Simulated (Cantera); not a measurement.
Feed: 1 mol V, 0.15 mol N2O, 78 mol N2, equilibrated at 2500 °C and 10.0 Torr.

Equilibrium computed with Cantera from the NASA thermochemical tables; the gas is ideal and each condensed phase is pure. Candidate condensed phases: V, VN, VO, V2O3, V2O4, V2O5; 13 gas species. Equilibrium is a limit: real reactors are often held back by kinetics, nucleation or transport.

Base state: N2 0.987, V 0.0109, VO 0.00172, O 5.52e-5, VO2 5.21e-5, N 2.46e-5, NO 1.13e-5 (mole fractions); condensed: gas only.

### Question
What changes in the equilibrium state with this change: V replaced by Zr?

### Answer
```
species       before     after
-----------  -------  --------
N2             0.987     0.998
ZrO                0   0.00191
Zr                 0  0.000248
V             0.0109         0
VO           0.00172         0
VO2          5.21e-5         0
O            5.52e-5   3.06e-6
ZrN(s), mol        0     0.831
```
ZrN: taken at fixed stoichiometry. Further candidate phases: Zr, ZrN, ZrO2.
